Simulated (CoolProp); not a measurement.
Aqueous methanol as a coolant, at 22 °C, 1 atm.

Model: Melinder's fits for secondary coolants, in CoolProp.

| mass % | freezing point (°C) | density (kg/m³) | conductivity (W/(m K)) | Prandtl number | cp (kJ/(kg K)) |
|---|---|---|---|---|---|
| 4.3 | -2.5 | … | 0.575 | 7.83 | 4.200 |
| 9.7 | -6.3 | 981.5 | 0.543 | 9.49 | 4.195 |
| 15.1 | -10.7 | 973.4 | 0.512 | 11.2 | 4.158 |
| 20.6 | -15.7 | 965.2 | 0.482 | 12.9 | 4.105 |
| 26 | -21.2 | 956.9 | 0.454 | 14.5 | 4.045 |
| 31.4 | -27.4 | 948.2 | 0.427 | 15.8 | 3.974 |
| 36.9 | … | 938.9 | … | 16.8 | 3.889 |
| 42.3 | -42.1 | … | 0.377 | 17.3 | 3.787 |
| 47.8 | -50.8 | 918.8 | … | 17.5 | 3.666 |
| 53.2 | -60.1 | 907.8 | 0.334 | 17.2 | … |
| 58.6 | -70.3 | 896.1 | … | 16.8 | 3.418 |

Problem. What belongs in the gaps?

Solution. 
- 4.3, density (kg/m³): 990.2
- 36.9, freezing point (°C): -34.4
- 36.9, conductivity (W/(m K)): 0.401
- 42.3, density (kg/m³): 929.2
- 47.8, conductivity (W/(m K)): 0.354
- 53.2, cp (kJ/(kg K)): 3.537
- 58.6, conductivity (W/(m K)): 0.315
